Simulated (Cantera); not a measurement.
A freely propagating, adiabatic, planar premixed flame of H2 : O2 : N2 : H2O = 1 : 0.633 : 2.91 : 0.14 (molar parts), equivalence ratio 0.79, unburnt at 723 K and 100.0 Torr; mixture-averaged transport, grid criteria slope 0.08 and curve 0.16, no radiation.

Cantera simulation using the H2/O2 subset of GRI-Mech 3.0, which has no nitrogen chemistry; the numbers are that mechanism's predictions, not measurements. Burning velocities carry a grid error of a few per cent, more on coarse grids.

Q: Predict: laminar burning velocity; thermal thickness; peak x(O); peak x(H); peak x(HO2).

A: 
```json
{
  "laminar_burning_velocity": "696 cm/s",
  "thermal_thickness": "8.01 mm",
  "peak x(O)": "0.0145",
  "peak x(H)": "0.0606",
  "peak x(HO2)": "3.56e-5"
}
```
